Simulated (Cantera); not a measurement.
Cantera run, input and output.

```python
import numpy as np
import cantera as ct

gas = ct.Solution("h2o2.yaml")
gas.TPX = 450, 79000, {'H2': 1, 'O2': 0.532, 'N2': 2.29, 'H2O': 0.55}
flame = ct.FreeFlame(gas, width=0.047)
flame.set_refine_criteria(ratio=3, slope=0.08, curve=0.16)
flame.transport_model = "mixture-averaged"
flame.solve(loglevel=0, auto=True)
z, T = flame.grid, flame.T
thick = (T[-1] - T[0]) / np.gradient(T, z).max()
show = ['H2', 'O2', 'H2O', 'H', 'O', 'H2O2']
print(f"laminar burning velocity  {flame.velocity[0] * 100:.3f} cm/s")
print(f"burnt temperature         {T[-1]:.1f} K")
print(f"thermal thickness         {thick * 1e3:.4f} mm")
print(f"grid points               {len(z)}")
z0 = z[flame.heat_release_rate.argmax()]
print(f"{'z/mm':>9s}{'T/K':>9s}{'u/(m/s)':>9s}" + "".join(f"{s:>11s}" for s in show))
rows = []
for k in (-3, -2, -1.5, -1, -0.5, -0.25, 0, 0.25, 0.5, 1, 2, 4, 8):
    zz = z0 + k * thick
    rows.append([k * thick, np.interp(zz, z, T), np.interp(zz, z, flame.velocity),
                 *(np.interp(zz, z, flame.X[gas.species_index(s)]) for s in show)])
    print(f"{rows[-1][0] * 1e3:9.3f}{rows[-1][1]:9.1f}{rows[-1][2]:9.3f}" + "".join(f"{x:11.3e}" for x in rows[-1][3:]))
```

It prints:

```
laminar burning velocity  243.999 cm/s
burnt temperature         2061.9 K
thermal thickness         0.5228 mm
grid points               109
     z/mm      T/K  u/(m/s)         H2         O2        H2O          H          O       H2O2
   -1.568    450.0    2.440  2.287e-01  1.217e-01  1.258e-01  2.930e-15  7.883e-13  1.286e-12
   -1.046    450.0    2.440  2.286e-01  1.217e-01  1.258e-01  2.416e-13  6.497e-11  1.363e-10
   -0.784    450.0    2.439  2.284e-01  1.217e-01  1.259e-01  2.595e-12  6.834e-10  1.805e-09
   -0.523    450.4    2.437  2.269e-01  1.220e-01  1.261e-01  8.484e-11  1.447e-08  6.100e-08
   -0.261    475.0    2.528  2.123e-01  1.237e-01  1.300e-01  3.795e-06  1.671e-06  1.239e-05
   -0.131    685.6    3.544  1.762e-01  1.189e-01  1.540e-01  9.905e-04  9.259e-05  5.434e-05
    0.000   1074.2    5.415  1.165e-01  9.346e-02  2.167e-01  9.458e-03  1.420e-03  1.442e-05
    0.131   1356.1    6.770  6.213e-02  5.627e-02  2.861e-01  1.985e-02  4.125e-03  4.803e-06
    0.261   1509.8    7.504  3.800e-02  3.586e-02  3.215e-01  2.156e-02  5.068e-03  3.224e-06
    0.523   1658.3    8.188  2.821e-02  2.597e-02  3.409e-01  1.611e-02  4.467e-03  1.666e-06
    1.046   1787.9    8.761  2.312e-02  2.140e-02  3.541e-01  9.488e-03  3.056e-03  8.310e-07
    2.091   1891.4    9.205  1.724e-02  1.764e-02  3.664e-01  4.895e-03  1.831e-03  4.683e-07
    4.182   1966.3    9.517  1.156e-02  1.471e-02  3.769e-01  2.247e-03  9.998e-04  2.907e-07
```

Detailed kinetics in Cantera: the H2/O2 subset of GRI-Mech 3.0, which has no nitrogen chemistry. Burning velocities carry a grid error of a few per cent, more on coarse grids.
